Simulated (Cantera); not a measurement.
A perfectly stirred reactor is fed with CH4 : H2O = 1 : 2.8 (molar parts), at 5.00 bar; it is held at 1500 K, and followed from long to short residence time.

Computed with Cantera and GRI-Mech 3.0 (53 species, 325 reactions).

**Question.** What does this change do: temperature 1500 to 1325 K?

**Answer.** 
```
quantity                  before    after
-----------------------  -------  -------
x(CH4) at τ = 29.0 s      0.0714    0.181
x(H2O) at τ = 29.0 s       0.411    0.656
x(CH3) at τ = 29.0 s     1.81e-5  6.86e-6
x(CH2O) at τ = 29.0 s    3.90e-7  6.36e-7
x(CH2CO) at τ = 29.0 s   1.71e-6  5.69e-6
x(CH4) at τ = 0.450 s      0.129    0.253
x(H2O) at τ = 0.450 s      0.625    0.732
x(CH3) at τ = 0.450 s    4.07e-5  8.21e-6
x(CH2O) at τ = 0.450 s   2.56e-6  1.21e-6
x(CH2CO) at τ = 0.450 s  2.34e-5  1.76e-6
```

**Question.** What does this change do: pressure from 5.00 bar to 1.01 bar?

**Answer.** 
| quantity | before | after |
|---|---|---|
| x(CH4) at τ = 29.0 s | 0.0714 | 0.0435 |
| x(H2O) at τ = 29.0 s | 0.411 | 0.398 |
| x(CH3) at τ = 29.0 s | 1.81e-5 | 2.30e-5 |
| x(CH2O) at τ = 29.0 s | 3.90e-7 | 2.22e-7 |
| x(CH2CO) at τ = 29.0 s | 1.71e-6 | 5.53e-6 |
| x(CH4) at τ = 0.450 s | 0.129 | 0.146 |
| x(H2O) at τ = 0.450 s | 0.625 | 0.652 |
| x(CH3) at τ = 0.450 s | 4.07e-5 | 9.34e-5 |
| x(CH2O) at τ = 0.450 s | 2.56e-6 | 2.99e-6 |
| x(CH2CO) at τ = 0.450 s | 2.34e-5 | 3.17e-5 |

**Question.** What does this change do: temperature 1500 to 1850 K?

**Answer.** 
| quantity | before | after |
|---|---|---|
| x(CH4) at τ = 29.0 s | 0.0714 | 0.000428 |
| x(H2O) at τ = 29.0 s | 0.411 | 0.291 |
| x(CH3) at τ = 29.0 s | 1.81e-5 | 2.83e-6 |
| x(CH2O) at τ = 29.0 s | 3.90e-7 | 1.89e-7 |
| x(CH2CO) at τ = 29.0 s | 1.71e-6 | 2.56e-8 |
| x(CH4) at τ = 0.450 s | 0.129 | 0.0102 |
| x(H2O) at τ = 0.450 s | 0.625 | 0.315 |
| x(CH3) at τ = 0.450 s | 4.07e-5 | 6.91e-5 |
| x(CH2O) at τ = 0.450 s | 2.56e-6 | 7.55e-7 |
| x(CH2CO) at τ = 0.450 s | 2.34e-5 | 2.91e-6 |
